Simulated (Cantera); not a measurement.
Cantera run, input and output.

```python
import numpy as np
import cantera as ct

surf = ct.Interface("diamond.yaml", "diamond_100")
gas, bulk = surf.adjacent["gas"], surf.adjacent["diamond"]
k = surf.kinetics_species_index(bulk.species_names[0])
cover = ["c6HH", "c6H*", "c6*H", "c6**", "c6HM", "c6B"]

rows, drift = [], 0.0
print(f"{'T':>10s}{'um/h':>11s}" + "".join(f"{s:>11s}" for s in cover))
for v in [925, 1000, 1075, 1150, 1225, 1300, 1375]:
    T, P, xH, xCH3 = v, 7900, 0.00032, 2.1e-05
    gas.TPX = T, P, {"H": xH, "CH3": xCH3, "CH4": 0.0099, "H2": 1 - xH - xCH3 - 0.0099}
    surf.TP = bulk.TP = T, P
    surf.coverages = "c6H*:0.1, c6HH:0.9"
    surf.advance_coverages(100.0)
    before = surf.coverages
    surf.advance_coverages(100.0)
    drift = max(drift, np.max(np.abs(surf.coverages - before) / (surf.coverages + 1e-9)))
    rate = surf.net_production_rates[k] * bulk.mean_molecular_weight / bulk.density * 3.6e9
    rows.append([rate, *surf[cover].coverages])
    print(f"{v:10.4g}{rate:11.4e}" + "".join(f"{x:11.3e}" for x in rows[-1][1:]))
```

Result:

```
         T       um/h       c6HH       c6H*       c6*H       c6**       c6HM        c6B
       925 5.1690e-01  6.358e-01  1.144e-02  2.942e-01  4.506e-03  4.252e-02  1.403e-09
      1000 5.6667e-01  5.897e-01  1.730e-02  3.541e-01  7.376e-03  2.298e-02  1.538e-09
      1075 3.3706e-01  5.524e-01  2.394e-02  4.026e-01  1.041e-02  7.089e-03  9.146e-10
      1150 1.4648e-01  5.231e-01  3.042e-02  4.312e-01  1.277e-02  1.394e-03  3.975e-10
      1225 8.7929e-02  5.078e-01  3.616e-02  4.413e-01  1.403e-02  2.549e-04  2.386e-10
      1300 6.5534e-02  5.080e-01  4.086e-02  4.366e-01  1.423e-02  4.919e-05  1.778e-10
      1375 3.3484e-02  5.210e-01  4.433e-02  4.209e-01  1.365e-02  1.028e-05  9.086e-11
```

Model: the Harris–Goodwin 1993 mechanism for the reconstructed diamond (100) surface, integrated in Cantera.
